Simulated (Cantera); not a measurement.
A perfectly stirred reactor is fed with N2O : N2 = 1 : 7.2 (molar parts), at 405 Torr; it is held at 1550 K, and followed from long to short residence time.

Model: GRI-Mech 3.0 (53 species, 325 reactions), integrated in Cantera. GRI-Mech 3.0 was tuned for natural gas; its chemistry of N2O as a main component is partial and can be far from experiment. The temperature is held fixed by assumption; the heat of reaction is taken as removed at once.

### Question
What does this change do: N2 7.2 to 38 parts?

### Answer
| quantity | before | after |
|---|---|---|
| x(N2O) at τ = 3.70 s | 0.000962 | 0.000212 |
| x(N2) at τ = 3.70 s | 0.937 | 0.986 |
| x(NO) at τ = 3.70 s | 0.0101 | 0.00221 |
| x(O2) at τ = 3.70 s | 0.0519 | 0.0114 |
| x(NO2) at τ = 3.70 s | 2.91e-5 | 6.11e-6 |
| x(N2O) at τ = 14.0 ms | 0.0691 | 0.0149 |
| x(N2) at τ = 14.0 ms | 0.899 | 0.978 |
| x(NO) at τ = 14.0 ms | 0.0130 | 0.00276 |
| x(O2) at τ = 14.0 ms | 0.0183 | 0.00388 |
| x(NO2) at τ = 14.0 ms | 4.01e-5 | 8.48e-6 |

### Question
What does this change do: temperature 1550 to 1050 K?

### Answer
```
quantity                 before     after
---------------------  --------  --------
x(N2O) at τ = 3.70 s   0.000962     0.116
x(N2) at τ = 3.70 s       0.937     0.881
x(NO) at τ = 3.70 s      0.0101  0.000274
x(O2) at τ = 3.70 s      0.0519   0.00249
x(NO2) at τ = 3.70 s    2.91e-5   2.08e-6
x(N2O) at τ = 14.0 ms    0.0691     0.122
x(N2) at τ = 14.0 ms      0.899     0.878
x(NO) at τ = 14.0 ms     0.0130   1.10e-6
x(O2) at τ = 14.0 ms     0.0183   9.87e-6
x(NO2) at τ = 14.0 ms   4.01e-5  3.92e-10
```
The mechanism lacks the step 2 NO + O2 → 2 NO2, which can matter for NO2 below about 1400 K.
